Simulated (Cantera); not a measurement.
A closed system holds: 1 mol Si, 0.0031 mol O₂, 10 mol N₂, at 1900 K and 160 Pa.

Equilibrium computed with Cantera from the NASA thermochemical tables; the gas is ideal and each condensed phase is pure. Candidate condensed phases: Si, SiO₂, Si₂N₂O, Si₃N₄; 16 gas species. The tables' values for SiN are old estimates; treat these amounts as uncertain. Equilibrium is a limit: real reactors are often held back by kinetics, nucleation or transport.

Base state: N₂ 0.991, Si 0.00788, SiO 0.000615, Si₂N 0.000152, SiN 0.000105, Si₂ 6.33e-5, Si₃ 1.43e-5 (mole fractions); condensed: Si(l).

What changes in the equilibrium state with this change: temperature from 1900 K to 1648 K?


```
species          before     after
-------------  --------  --------
N₂                0.991     0.999
SiO            0.000615  0.000663
Si              0.00788   8.99e-5
Si₂N           0.000152   2.56e-6
Si₃             1.43e-5   2.22e-8
Si₂             6.33e-5   1.67e-7
SiN            0.000105   2.60e-6
Si(l), mol        0.908         0
Si₃N₄(s), mol         0     0.331
```
